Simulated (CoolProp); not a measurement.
Values from CoolProp's reference Helmholtz-energy equation of state, Lemmon and Jacobsen 2000.

Q: Give the vapour pressure (kPa), liquid density (kg/m³), enthalpy of vaporisation (kJ/kg), vapour Z of saturated R143a at -6.85, 14.95 °C.

A: 
| T (°C) | p (kPa) | liquid density (kg/m³) | enthalpy of vaporisation (kJ/kg) | vapour Z |
|---|---|---|---|---|
| -6.85 | 498 | 1050 | 194 | 0.861 |
| 14.95 | 962 | 971 | 172 | 0.785 |
